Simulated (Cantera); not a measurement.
An adiabatic, constant-pressure homogeneous reactor starts with CH4 : C2H6 : O2 : N2 = 1 : 0.1 : 1.38 : 5.2 (molar parts), equivalence ratio 1.7, at 1698 K and 3750 Torr. Integrator tolerance rtol = 1e-08.

Detailed kinetics in Cantera: GRI-Mech 3.0 (53 species, 325 reactions).

```tsv
quantity	before	after
time of steepest temperature rise	25.3 µs	15.7 µs
temperature at 1.00 s	2833 K	2862 K
equilibrium temperature	2833 K	2862 K
x(CH4) at 1.00 s	2.15e-11 (gas-phase equilibrium 2.44e-11)	7.97e-11 (gas-phase equilibrium 9.01e-11)
x(C2H6) at 1.00 s	<1e-12 (gas-phase equilibrium <1e-12)	<1e-12 (gas-phase equilibrium <1e-12)
x(O2) at 1.00 s	0.000244 (gas-phase equilibrium 0.000244)	0.000154 (gas-phase equilibrium 0.000154)
x(CO) at 1.00 s	0.114 (gas-phase equilibrium 0.114)	0.114 (gas-phase equilibrium 0.114)
x(H2) at 1.00 s	0.105 (gas-phase equilibrium 0.105)	0.106 (gas-phase equilibrium 0.106)
```

Task: Name the change that produced these shifts.
A) initial temperature 1698 to 1100 K
B) initial temperature 1698 to 1273 K
C) C2H6 0.1 to 0.035 parts
D) pressure from 3750 Torr to 7500 Torr

Result: D, pressure from 3750 Torr to 7500 Torr
